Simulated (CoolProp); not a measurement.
Model: reference Helmholtz-energy equation of state, Wu 2012, in CoolProp.

Problem. For fluoroethane (R161), give the phase and the Z, cp (kJ/(kg K)) at 349.9 K and 1.25 MPa; 349.9 K and 2.19 MPa; 349.9 K and 2.5 MPa.

Solution. 
- 349.9 K and 1.25 MPa: gas; Z 0.878, cp 1.61
- 349.9 K and 2.19 MPa: gas; Z 0.763, cp 1.98
- 349.9 K and 2.5 MPa: gas; Z 0.716, cp 2.22
